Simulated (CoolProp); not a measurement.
Values from CoolProp's reference Helmholtz-energy equation of state, Thol 2015.

Q: For octamethylcyclotetrasiloxane (D4), give the phase and the Z, cp (kJ/(kg K)), cv (kJ/(kg K)), isothermal compressibility (1/MPa) at 575.3 K and 129 kPa; 448.3 K and 202 kPa.

A: 
- 575.3 K and 129 kPa: gas; Z 0.963, cp 1.97, cv 1.93, isothermal compressibility 8.06
- 448.3 K and 202 kPa: liquid; Z 0.0210, cp 1.99, cv 1.71, isothermal compressibility 0.00702
